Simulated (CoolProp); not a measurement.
Vapour-liquid equilibrium of CHF3 (R23) (1) + R152A (2) at 0.734 MPa; x and y are mole fractions of (1).

The numbers come from the multi-fluid Helmholtz-energy mixture model, Penoncello 2003 and Outcalt 1996; pair parameters Bell 2016 in CoolProp.

Task: Give the bubble temperature and the first vapour's composition at x = 0.35, 0.8, 0.95. Is there an azeotrope?

Result: x = 0.35: -7.5 °C, y = 0.792; x = 0.8: -32.3 °C, y = 0.975; x = 0.95: -37.4 °C, y = 0.995. No azeotrope shows between x = 0.05 and 0.95.

Pair parameters are fitted to limited data, so mixtures are less certain than the pure fluids.
